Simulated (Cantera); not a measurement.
Feed: 1 mol TiCl4, 17 mol H2O, 9.7 mol H2, at 1723 K and 51.8 Torr.

These are equilibrium values from Cantera (NASA tables, ideal gas, pure condensed phases), not measurements of a reactor. Candidate condensed phases: H2O, Ti, TiCl2, TiCl3, TiCl4, TiO, TiO2, Ti2O3, Ti3O5, Ti4O7; 23 gas species. Gases not in the tables: TiO(OH)2. Equilibrium is a limit: real reactors are often held back by kinetics, nucleation or transport.

Base state: H2O 0.522, H2 0.338, HCl 0.139, H 0.000403, Cl 0.000129, OH 3.42e-5 (mole fractions); condensed: TiO2(rutile).

### Question
What changes in the equilibrium state with this change: H2O from 17 to 0.13 mol?

### Answer
| species | before | after |
|---|---|---|
| H2 | 0.338 | 0.795 |
| HCl | 0.139 | 0.128 |
| TiCl3 | 1.85e-9 | 0.0652 |
| H2O | 0.522 | 1.33e-5 |
| TiCl2 | <1e-9 | 0.00877 |
| TiCl4 | <1e-9 | 0.00211 |
| OH | 3.42e-5 | <1e-9 |
| TiO2(rutile), mol | 1.000 | 0 |
| TiO(s), mol | 0 | 0.130 |
The tables' values for TiCl2 are old estimates; treat these amounts as uncertain. TiO: taken at fixed stoichiometry.
